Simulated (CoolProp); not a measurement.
Dry air at 485.48 K and 1.7 MPa is compressed adiabatically to 12.9 MPa with isentropic efficiency 0.8. Each further row changes one setting.

The numbers come from the reference Helmholtz-energy equation of state, Lemmon 2000 in CoolProp. It is a pseudo-pure fit of the blend.

```json
[
 {"case": "as stated", "work (kJ/kg)": "(withheld)", "final temperature (K)": "(withheld)", "final density (kg/m³)": "(withheld)"},
 {"case": "efficiency 1", "work (kJ/kg)": "(withheld)", "final temperature (K)": "(withheld)", "final density (kg/m³)": "51.0"},
 {"case": "efficiency 0.65", "work (kJ/kg)": "(withheld)", "final temperature (K)": "(withheld)", "final density (kg/m³)": "(withheld)"}
]
```

Problem. Fill in the missing entries.

Solution. 
- as stated, work (kJ/kg): 483
- as stated, final temperature (K): 926.7
- as stated, final density (kg/m³): 46.5
- efficiency 1, work (kJ/kg): 386
- efficiency 1, final temperature (K): 841.4
- efficiency 0.65, work (kJ/kg): 594
- efficiency 0.65, final temperature (K): 1023.8
- efficiency 0.65, final density (kg/m³): 42.2
